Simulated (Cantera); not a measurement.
Charge: 1 mol CuO, 1.1 mol C, 4.3 mol H₂.

Equilibrium computed with Cantera from the NASA thermochemical tables; the gas is ideal and each condensed phase is pure. Candidate condensed phases: C, C₆H₆, C₇H₈, C₈H₁₈, Cu, CuO, Cu(OH)₂, Cu₂O, H₂O; 113 gas species. Kinetics and transport are ignored.

Q: What condenses at these points (T in °C, P in Pa): (1875, 1700); (1875, 460); (975, 36); (1675, 1700); (875, 1000000); (675, 130)?

A: 
```tsv
T (°C)	P in Pa	condensed phases	Cu condensed (%)
1875	1700	C	0.0
1875	460	C	0.0
975	36	C + Cu	99.9
1675	1700	C + Cu	2.3
875	1000000	Cu	100.0
675	130	C + Cu	100.0
```
